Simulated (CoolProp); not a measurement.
The fluid at 494.89 K and 0.902 MPa is throttled through a valve to 0.172 MPa with no heat exchange. The same conditions are run with several fluids, on thermodynamics alone (safety and materials aside).

Model: reference Helmholtz-energy equation of state of each fluid (tetrahydrofuran: Fiedler 2023; R123: Younglove 1994; R113: Marx 1992; neopentane: Lemmon 2006; R152A: Outcalt 1996), in CoolProp.

```
fluid            temperature change (K)  final density (kg/m³)
---------------  ----------------------  ---------------------
tetrahydrofuran                     [?]                   3.10
R123                               -6.2                   6.56
R113                               -6.8                   8.08
neopentane                          [?]                   3.08
R152A                               [?]                    [?]
```

Task: What belongs in the gaps?

Result: 
- tetrahydrofuran, temperature change (K): -6.7
- neopentane, temperature change (K): -3.9
- R152A, temperature change (K): -4.2
- R152A, final density (kg/m³): 2.80
